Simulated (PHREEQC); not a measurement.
Make-up at 20 °C: 0.0083 mol/kgw Na2SeO4 and 0.000485 mol/kgw NaHCO3. Closed to the air; pH follows from the charge balance.

The numbers come from PHREEQC with the ion-association model, wateq4f.dat.

Precipitation was switched off in this run.

### Question
Estimate the pH.

### Answer
pH 8.18.

### Question
In which forms is C present?

### Answer
HCO3- 97 %, CO2 1.3 %, CO3-2 1.0 %, NaHCO3 0.7 % of the C.
